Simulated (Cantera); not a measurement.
Cantera run:

```python
import numpy as np
import cantera as ct

gas_names = """
    HCL ALCL H2
""".split()
cond_names = """
    ALCL3(s) ALCL3(L)
""".split()


# ... load() reads the species with a 1 bar reference pressure and builds the phases ...
species = {s.name: s for s in load("nasa_gas.yaml", gas_names) + load("nasa_condensed.yaml", cond_names)}
# Each term lists the table entries of one substance; the one whose range holds T is used.
reactions = {
    '2 HCl(g) + AlCl(g) = H2(g) + AlCl3':
        [(-2, ['HCL']), (-1, ['ALCL']), (1, ['H2']), (1, ['ALCL3(s)', 'ALCL3(L)'])],
}


def pick(names, T):
    return next(species[n] for n in names if species[n].thermo.min_temp <= T <= species[n].thermo.max_temp)


results = []
for label, terms in reactions.items():
    print(label)
    print("     T/K   dH/kJ  dS/(J/K)   dG/kJ   log10 K")
    for T in [300, 375, 400, 425, 450, 475, 500, 525, 550]:
        used = [(nu, pick(names, T)) for nu, names in terms]
        dH = sum(nu * s.thermo.h(T) for nu, s in used) / 1e6
        dS = sum(nu * s.thermo.s(T) for nu, s in used) / 1e3
        dG = dH - T * dS / 1e3
        logK = -dG * 1e6 / (ct.gas_constant * T * np.log(10))
        results.append((label, T, dH, dS, dG, logK, [s.name for _, s in used]))
        print(f"{T:8g} {dH:8.1f} {dS:8.1f} {dG:8.1f} {logK:8.2f}")
```

Output:

```
2 HCl(g) + AlCl(g) = H2(g) + AlCl3
     T/K   dH/kJ  dS/(J/K)   dG/kJ   log10 K
     300   -469.5   -361.6   -361.0    62.86
     375   -467.2   -354.9   -334.1    46.54
     400   -466.4   -352.7   -325.3    42.48
     425   -465.5   -350.5   -316.5    38.90
     450   -464.5   -348.3   -307.8    35.73
     475   -428.0   -269.9   -299.8    32.97
     500   -426.5   -266.8   -293.1    30.62
     525   -425.0   -263.9   -286.5    28.50
     550   -423.5   -261.1   -279.9    26.58
```

Source: NASA polynomial tables (part measured, part estimated), evaluated in Cantera. Condensed species are held in their standard states even where they would react or evaporate.
